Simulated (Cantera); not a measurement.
A Cantera script and what it prints.

```python
import numpy as np
import cantera as ct

gas_names = """
    Electron C C+ C- CN CN+ CN- C2 C2+ C2- CCN CNC C2N2 C3 C4 C4N2 C5 N N+ N- N2 N2+ N2- Si Si+ SiC SiC2
    SiN Si2 Si2C Si2N Si3
""".split()
cond_names = """
    C(gr) Si(cr) Si(L) SiC(b) Si3N4(a)
""".split()


# ... load() reads the species with a 1 bar reference pressure and builds the phases ...
atoms = {
    'Si3N4': {'Si': 3, 'N': 4},
    'C': {'C': 1},
    'N2': {'N': 2},
}
top_T = {'C(gr)': 4500, 'SiC(b)': 3050, 'Si3N4(a)': 2400}  # K; cautious upper limits of use, not melting points


# ... equilibrate(T, P, feed) seeds the gas with the atoms and calls Mixture.equilibrate('TP', solver="vcs", rtol=1e-11, max_steps=5000) ...
results = []
feed = {'Si3N4': 1, 'C': 0.22, 'N2': 2.2}  # mol
P = 95000  # Pa
for T in [3000, 3250, 3500, 3750, 4000, 4250, 4500, 4750, 5000]:
    mix = equilibrate(T, P, feed)
    results.append((T, P, feed, dict(zip(mix.species_names, mix.species_moles))))

top = {s: max(r[3][s] / sum(r[3][g] for g in gas_names) for r in results) for s in gas_names}
cols = sorted((s for s in top if top[s] > 1e-05), key=lambda s: -top[s])[:5]
seen = [c for c in cond_names if any(r[3].get(c, 0) > 1e-12 for r in results)]
print("log10 of partial pressures in bar; condensed amounts in mol")
print(f"{'T/K':>10s}" + "".join(f"{s[:9]:>10s}" for s in cols + seen))
for T, P, feed, n in results:
    ng = sum(n[g] for g in gas_names)
    print(f"{T:10.4g}" + "".join(f"{np.log10(max(n[s] / ng * P / 1e5, 1e-99)):10.3f}" for s in cols)
          + "".join(f"{n.get(c, 0):10.4g}" for c in seen))
```

It prints:

```
log10 of partial pressures in bar; condensed amounts in mol
       T/K        N2        Si         N      Si2C         C     Si(L)
      3000    -0.099    -0.974    -4.906    -1.657    -4.786     2.034
      3250    -0.239    -0.505    -4.329    -1.705    -4.309         0
      3500    -0.251    -0.460    -3.780    -2.041    -3.482         0
      3750    -0.259    -0.439    -3.302    -2.465    -2.863         0
      4000    -0.266    -0.428    -2.884    -2.939    -2.409         0
      4250    -0.271    -0.423    -2.513    -3.463    -2.106         0
      4500    -0.275    -0.422    -2.183    -4.023    -1.926         0
      4750    -0.280    -0.423    -1.888    -4.580    -1.818         0
      5000    -0.287    -0.426    -1.623    -5.114    -1.750         0
```

These are equilibrium values from Cantera (NASA tables, ideal gas, pure condensed phases), not measurements of a reactor. The tables' values for SiN are old estimates; treat these amounts as uncertain.
